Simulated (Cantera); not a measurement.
Charge: 1 mol Al, 0.0011 mol O₂, 40 mol CO, 1.2 mol NH₃, at 0.270 Torr.

These are equilibrium values from Cantera (NASA tables, ideal gas, pure condensed phases), not measurements of a reactor. Candidate condensed phases: Al, AlN, Al₂O₃, C, C₆H₆, C₇H₈, C₈H₁₈, H₂O; 148 gas species. The numbers say what is thermodynamically allowed, not how fast it happens.

x: gas mole fraction; n: condensed amount in mol.

| T (K) | x CO | x CO₂ | x H₂ | x N₂ | x H₂O | n Al₂O₃(s) | n C(graphite) | n AlN(s) |
|---|---|---|---|---|---|---|---|---|
| 675 | 0.356 | 0.553 | 0.0608 | 0.0229 | 0.00787 | 0.500 | 16.2 | 0 |
| 775 | 0.875 | 0.0628 | 0.0461 | 0.0156 | 0.000656 | 0.500 | 3.94 | 0 |
| 875 | 0.938 | 0.00340 | 0.0441 | 0.0147 | 6.07e-5 | 0.500 | 1.64 | 0 |
| 975 | 0.941 | 0.000306 | 0.0440 | 0.0147 | 8.96e-6 | 0.500 | 1.51 | 0 |
| 1075 | 0.941 | 4.34e-5 | 0.0440 | 0.0147 | 1.88e-6 | 0.500 | 1.50 | 0 |
| 1175 | 0.941 | 8.64e-6 | 0.0440 | 0.0147 | 5.17e-7 | 0.500 | 1.50 | 0 |
| 1275 | 0.941 | ___ | 0.0440 | 0.0147 | ___ | 0.500 | 1.50 | 0 |
| 1375 | 0.941 | 7.10e-7 | 0.0440 | 0.0147 | 6.86e-8 | 0.500 | 1.50 | 0 |
| 1475 | 0.941 | ___ | 0.0439 | 0.0147 | ___ | 0.500 | 1.50 | 0 |
| 1575 | 0.951 | 1.15e-7 | 0.0426 | 0.00358 | 1.50e-8 | 0 | 0.0116 | 0.898 |

Problem. What belongs in the gaps?

Solution. 
- 1275, x CO₂: 2.24e-6
- 1275, x H₂O: 1.74e-7
- 1475, x CO₂: 2.65e-7
- 1475, x H₂O: 3.07e-8
